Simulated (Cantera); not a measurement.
Chlorosilane synthesis and conversion: SiCl₄ + Cl₂ + H₂

Charge: 1 mol SiCl₄, 1.4 mol Cl₂, 4.8 mol H₂, held at 948.15 K and 165 Torr.

These are equilibrium values from Cantera (NASA tables, ideal gas, pure condensed phases), not measurements of a reactor. Candidate condensed phases: Si; 19 gas species. The tables' values for SiCl₃ are old estimates; treat these amounts as uncertain. Equilibrium is a limit: real reactors are often held back by kinetics, nucleation or transport.

```
Quantity                              Value
--------------------------------  ---------
x(H₂)                                 0.471
x(HCl)                                0.390
x(SiCl₄)                              0.138
x(SiHCl₃)                          0.000754
x(SiCl₃)                            2.01e-5
gas amount                        7.200 mol
log10 activity of Si(s) (absent)      -6.69
```
